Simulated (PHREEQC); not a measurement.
Dissolve 0.058 mol/kgw HF, 0.00027 mol/kgw (NH4)2SiF6 and 0.011 mol/kgw H2SO4 at 25 °C. Closed to the air; pH follows from the charge balance.

Computed with PHREEQC (ion-association model, phreeqc.dat).

Q: The ionic strength comes out as 0.0255 mol/kgw. What activity coefficients do F-, HSO4-, H+, SO4-2, NH4+ get?

A: F- 0.85, HSO4- 0.86, H+ 0.88, SO4-2 0.55, NH4+ 0.85.

Precipitation was switched off in this run. SiF6-2 is the database's only silicon fluoride.
